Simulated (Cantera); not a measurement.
A freely propagating, adiabatic, planar premixed flame of 7.04 % CH4, 0.289 % H2, 19.5 % O2, 73.2 % N2, unburnt at 575 K and 4.40 bar; mixture-averaged transport, grid criteria slope 0.08 and curve 0.16, no radiation.

Detailed kinetics in Cantera: GRI-Mech 3.0 (53 species, 325 reactions). Burning velocities carry a grid error of a few per cent, more on coarse grids.

Predict: laminar burning velocity; thermal thickness; peak x(H2O2); peak x(HCO); peak x(CH3).


| Quantity | Value |
|---|---|
| laminar burning velocity | 46.6 cm/s |
| thermal thickness | 0.145 mm |
| peak x(H2O2) | 5.53e-5 |
| peak x(HCO) | 1.37e-5 |
| peak x(CH3) | 0.000916 |
